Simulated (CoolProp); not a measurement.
Properties of tetradecamethylhexasiloxane (MD4M) along the isobar 7.43 bar (Tc = 380.0 °C, pc = 8.286 bar, ω = 0.800).

Computed with CoolProp (reference Helmholtz-energy equation of state, Thol 2019).

```json
[
 {"T (°C)": "96.55", "phase": "liquid", "speed of sound (m/s)": "749.8", "isothermal compressibility (1/MPa)": "0.002513", "expansivity (1/kK)": "1.189"},
 {"T (°C)": "104.35", "phase": "liquid", "speed of sound (m/s)": "729.1", "isothermal compressibility (1/MPa)": "0.002677", "expansivity (1/kK)": "1.205"},
 {"T (°C)": "112.15", "phase": "liquid", "speed of sound (m/s)": "708.7", "isothermal compressibility (1/MPa)": "0.002854", "expansivity (1/kK)": "1.223"},
 {"T (°C)": "119.95", "phase": "liquid", "speed of sound (m/s)": "688.6", "isothermal compressibility (1/MPa)": "0.003046", "expansivity (1/kK)": "1.241"},
 {"T (°C)": "127.65", "phase": "liquid", "speed of sound (m/s)": "669.0", "isothermal compressibility (1/MPa)": "0.003252", "expansivity (1/kK)": "1.261"},
 {"T (°C)": "135.45", "phase": "liquid", "speed of sound (m/s)": "649.4", "isothermal compressibility (1/MPa)": "0.003479", "expansivity (1/kK)": "1.282"},
 {"T (°C)": "143.25", "phase": "liquid", "speed of sound (m/s)": "630.1", "isothermal compressibility (1/MPa)": "0.003727", "expansivity (1/kK)": "1.304"},
 {"T (°C)": "151.05", "phase": "liquid", "speed of sound (m/s)": "610.9", "isothermal compressibility (1/MPa)": "0.003998", "expansivity (1/kK)": "1.329"},
 {"T (°C)": "158.75", "phase": "liquid", "speed of sound (m/s)": "592.2", "isothermal compressibility (1/MPa)": "0.004292", "expansivity (1/kK)": "1.354"},
 {"T (°C)": "166.55", "phase": "liquid", "speed of sound (m/s)": "573.4", "isothermal compressibility (1/MPa)": "0.004619", "expansivity (1/kK)": "1.382"},
 {"T (°C)": "174.35", "phase": "liquid", "speed of sound (m/s)": "554.9", "isothermal compressibility (1/MPa)": "0.004979", "expansivity (1/kK)": "1.411"},
 {"T (°C)": "182.15", "phase": "liquid", "speed of sound (m/s)": "536.4", "isothermal compressibility (1/MPa)": "0.005379", "expansivity (1/kK)": "1.443"},
 {"T (°C)": "189.85", "phase": "liquid", "speed of sound (m/s)": "518.4", "isothermal compressibility (1/MPa)": "0.005816", "expansivity (1/kK)": "1.477"}
]
```
